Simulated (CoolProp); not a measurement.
The fluid at 488.68 K and 1.03 MPa is throttled through a valve to 0.334 MPa with no heat exchange. The same conditions are run with several fluids, on thermodynamics alone (safety and materials aside).

The numbers come from the reference Helmholtz-energy equation of state of each fluid (carbonyl sulfide: Lemmon 2006; isohexane: Lemmon 2006; n-hexane: Thol 2019; cis-2-butene: Lemmon 2005; water: Wagner 2002) in CoolProp.

```tsv
fluid	temperature change (K)	final density (kg/m³)
carbonyl sulfide	-4.6	5.03
isohexane	-6.4	7.51
n-hexane	-7.1	7.55
cis-2-butene	-4.6	4.75
water	-15.8	1.56
```
